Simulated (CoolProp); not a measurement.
Vapour-liquid equilibrium of R125 (1) + n-butane (2) at 5.16 bar; x and y are mole fractions of (1).

Values from CoolProp's multi-fluid Helmholtz-energy mixture model, Lemmon 2005 and Bücker 2006; pair parameters Bell 2016.

```tsv
x	bubble temperature (K)	y at the bubble point	dew temperature at overall composition x (K)	liquid density (mol/L)
0.05	305.8	0.400	322.6	9.685
0.15	285.1	0.699	318.2	[?]
0.25	276.5	0.789	313.6	10.31
0.35	272.6	0.826	308.5	10.41
0.45	270.6	[?]	302.9	10.49
0.55	269.4	0.857	296.6	10.56
0.65	[?]	0.870	289.3	10.65
0.75	[?]	0.888	280.5	[?]
0.85	266.4	0.915	270.1	[?]
0.95	265.4	0.963	[?]	11.17
```

Problem. What belongs in the gaps?

Solution. 
- 0.15, liquid density (mol/L): 10.11
- 0.45, y at the bubble point: 0.844
- 0.65, bubble temperature (K): 268.4
- 0.75, bubble temperature (K): 267.4
- 0.75, liquid density (mol/L): 10.78
- 0.85, liquid density (mol/L): 10.95
- 0.95, dew temperature at overall composition x (K): 265.6

No azeotrope shows between x = 0.05 and 0.95.

The pair parameters rest on a limited set of measurements; away from them the model extrapolates. With so large a gap from Raoult's law the liquid may split in two, which this calculation doesn't test in full.
